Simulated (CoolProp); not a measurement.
Values from CoolProp's reference Helmholtz-energy equation of state, Penoncello 2003.

Q: For CHF3 (R23), give the phase and the isothermal compressibility (1/MPa), viscosity (µPa s), conductivity (mW/(m K)), fugacity coefficient at 205.1 K and 8.78 bar; 205.1 K and 11 bar; 205.1 K and 13.2 bar.

A: 
- 205.1 K and 8.78 bar: liquid; isothermal compressibility 0.00224, viscosity 248, conductivity 124, fugacity coefficient 0.232
- 205.1 K and 11 bar: liquid; isothermal compressibility 0.00223, viscosity 248, conductivity 124, fugacity coefficient 0.187
- 205.1 K and 13.2 bar: liquid; isothermal compressibility 0.00221, viscosity 249, conductivity 124, fugacity coefficient 0.156

Viscosity comes from a separate model (Shan 2000). Thermal conductivity comes from a separate model (Shan 2000).
